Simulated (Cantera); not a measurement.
An isothermal, constant-pressure homogeneous reactor starts with 1.63 % H2, 95.6 % O2, 2.77 % N2, at 1298 K and 1.28 Torr.

Model: GRI-Mech 3.0 (53 species, 325 reactions), integrated in Cantera. Radical loss at walls, strong at low pressure, is not modelled.

One state of this run: x H2 = 0.000103; x O2 = 0.942; x H2O2 = 3.16e-9; x HO2 = 1.21e-7; x H = 0.000864. x: mole fraction; the columns are a selection and need not sum to one.

Which value of t (s) does it belong to?
(A) 13.1
(B) 0.00524
(C) 0.0250
(D) 0.573

D, 0.573
